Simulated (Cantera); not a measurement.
An adiabatic, constant-pressure homogeneous reactor starts with CH₄ : O₂ : N₂ = 1 : 2.7 : 10.2 (molar parts), equivalence ratio 0.74, at 1125 K and 10.0 bar.

Computed with Cantera and GRI-Mech 3.0 (53 species, 325 reactions).

One state of this run: T (K) = 2503; x CH₄ = <1e-12; x O₂ = 0.0465; x H₂ = 0.00124; x C₂H₄ = <1e-12; x HCN = 1.85e-11; x NO = 0.00789. x: mole fraction; the columns are a selection and need not sum to one.

Q: Which value of t (s) does it belong to?
(A) 0.00200
(B) 0.000252
(C) 0.0159
(D) 3.17e-5

A: C, 0.0159
